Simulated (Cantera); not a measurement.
Input: 1 mol Si, 1.6 mol HBr, a varied amount of H2, equilibrated at 4.00 Pa.

Points: T (K) = 1025, 1075, 1125, 1175, 1225, 1275, 1325, 1375, 1425, 1475, 1525, 1575, 1625, 1675; n(H2) (mol) = 0.23, 0.34, 0.51, 0.77, 1.1, 1.7, 2.6.

Cantera's Mixture.equilibrate('TP', solver="vcs", rtol=1e-11, max_steps=5000) on the NASA tables stopped like this:

```
ERROR: FAILURE its = 5001!

*******************************************************************************
CanteraError thrown by MultiPhase::equilibrate:
VCS solver failed. Return code: -1
*******************************************************************************
```

Question: What got this run through?

Answer: One answer among several that fit: The failure is numerical, not chemical. The same input converged with solver="gibbs", rtol=1e-10, max_steps=50000, and the result passed a check of the equilibrium conditions:
```
   1025       0.23  Si(cr)
   1025       0.34  Si(cr)
   1025       0.51  Si(cr)
   1025       0.77  Si(cr)
   1025        1.1  Si(cr)
   1025        1.7  Si(cr)
   1025        2.6  Si(cr)
   1075       0.23  Si(cr)
   1075       0.34  Si(cr)
   1075       0.51  Si(cr)
   1075       0.77  Si(cr)
   1075        1.1  Si(cr)
   1075        1.7  Si(cr)
   1075        2.6  Si(cr)
   1125       0.23  Si(cr)
   1125       0.34  Si(cr)
   1125       0.51  Si(cr)
   1125       0.77  Si(cr)
   1125        1.1  Si(cr)
   1125        1.7  Si(cr)
   1125        2.6  Si(cr)
   1175       0.23  Si(cr)
   1175       0.34  Si(cr)
   1175       0.51  Si(cr)
   1175       0.77  Si(cr)
   1175        1.1  Si(cr)
   1175        1.7  Si(cr)
   1175        2.6  Si(cr)
   1225       0.23  Si(cr)
   1225       0.34  Si(cr)
   1225       0.51  Si(cr)
   1225       0.77  Si(cr)
   1225        1.1  Si(cr)
   1225        1.7  Si(cr)
   1225        2.6  Si(cr)
   1275       0.23  Si(cr)
   1275       0.34  Si(cr)
   1275       0.51  Si(cr)
   1275       0.77  Si(cr)
   1275        1.1  Si(cr)
   1275        1.7  Si(cr)
   1275        2.6  Si(cr)
   1325       0.23  Si(cr)
   1325       0.34  Si(cr)
   1325       0.51  Si(cr)
   1325       0.77  Si(cr)
   1325        1.1  Si(cr)
   1325        1.7  Si(cr)
   1325        2.6  Si(cr)
   1375       0.23  Si(cr)
   1375       0.34  Si(cr)
   1375       0.51  Si(cr)
   1375       0.77  Si(cr)
   1375        1.1  Si(cr)
   1375        1.7  Si(cr)
   1375        2.6  Si(cr)
   1425       0.23  Si(cr)
   1425       0.34  Si(cr)
   1425       0.51  Si(cr)
   1425       0.77  Si(cr)
   1425        1.1  Si(cr)
   1425        1.7  Si(cr)
   1425        2.6  Si(cr)
   1475       0.23  Si(cr)
   1475       0.34  Si(cr)
   1475       0.51  Si(cr)
   1475       0.77  Si(cr)
   1475        1.1  Si(cr)
   1475        1.7  Si(cr)
   1475        2.6  Si(cr)
   1525       0.23  Si(cr)
   1525       0.34  Si(cr)
   1525       0.51  Si(cr)
   1525       0.77  Si(cr)
   1525        1.1  Si(cr)
   1525        1.7  Si(cr)
   1525        2.6  Si(cr)
   1575       0.23  Si(cr)
   1575       0.34  Si(cr)
   1575       0.51  Si(cr)
   1575       0.77  Si(cr)
   1575        1.1  Si(cr)
   1575        1.7  Si(cr)
   1575        2.6  Si(cr)
   1625       0.23  Si(cr)
   1625       0.34  Si(cr)
   1625       0.51  Si(cr)
   1625       0.77  Si(cr)
   1625        1.1  Si(cr)
   1625        1.7  Si(cr)
   1625        2.6  Si(cr)
   1675       0.23  Si(cr)
   1675       0.34  Si(cr)
   1675       0.51  Si(cr)
   1675       0.77  Si(cr)
   1675        1.1  Si(cr)
   1675        1.7  Si(cr)
   1675        2.6  Si(cr)
```

The gas is ideal and each condensed phase is pure. The tables' values for SiBr3 are old estimates.
